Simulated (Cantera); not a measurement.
Equilibrium for hydrogen reduction and annealing atmospheres: Fe2O3 + H2 + H2O

A closed system holds: 1 mol Fe2O3, 1.2 mol H2, 2.2 mol H2O, equilibrated at 2248 K and 0.420 bar.

These are equilibrium values from Cantera (NASA tables, ideal gas, pure condensed phases), not measurements of a reactor. Candidate condensed phases: Fe, FeO, Fe(OH)2, Fe(OH)3, Fe2O3, Fe3O4, H2O; 12 gas species. The tables' stoichiometric FeO is somewhat more stable than real wüstite, so its field is too wide. FeO: taken at fixed stoichiometry. Equilibrium is a limit: real reactors are often held back by kinetics, nucleation or transport.

```
Property                              Value
--------------------------------  ---------
x(H2O)                                0.926
x(H2)                                0.0625
x(OH)                               0.00629
x(H)                                0.00283
x(O2)                               0.00122
x(Fe(OH)2)                         0.000973
x(Fe)                              0.000331
x(O)                               0.000197
x(FeO)                             0.000166
n(FeO(l))                          1.99 mol
gas amount                        3.422 mol
log10 activity of Fe(l) (absent)      -1.49
```
